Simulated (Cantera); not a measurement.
Input: 1 mol Si, 1.6 mol Cl₂, 6 mol H₂, equilibrated at 1273.15 K and 1580 Torr.

Method: chemical equilibrium by Gibbs-energy minimisation in Cantera with the NASA 1993 tables (ideal gas, pure condensed phases). Candidate condensed phases: Si; 19 gas species. The tables' values for SiCl₃ are old estimates; treat these amounts as uncertain. Equilibrium is a limit: real reactors are often held back by kinetics, nucleation or transport.

Base state: H₂ 0.828, SiCl₄ 0.0616, HCl 0.0495, SiHCl₃ 0.0412, SiCl₃ 0.00848, SiCl₂ 0.00764, SiH₂Cl₂ 0.00382, SiH₃Cl 9.88e-5 (mole fractions); condensed: Si(s).

Task: What changes in the equilibrium state with this change: Cl₂ from 1.6 to 1.1 mol?

Result: 
```json
[
 {"species": "H₂", "before": "0.828", "after": "0.869"},
 {"species": "HCl", "before": "0.0495", "after": "0.0455"},
 {"species": "SiCl₄", "before": "0.0616", "after": "0.0399"},
 {"species": "SiHCl₃", "before": "0.0412", "after": "0.0305"},
 {"species": "SiCl₃", "before": "0.00848", "after": "0.00612"},
 {"species": "SiCl₂", "before": "0.00764", "after": "0.00615"},
 {"species": "SiH₂Cl₂", "before": "0.00382", "after": "0.00322"},
 {"species": "SiH₃Cl", "before": "9.88e-5", "after": "9.52e-5"},
 {"species": "Si(s), mol", "before": "0.160", "after": "0.433"}
]
```
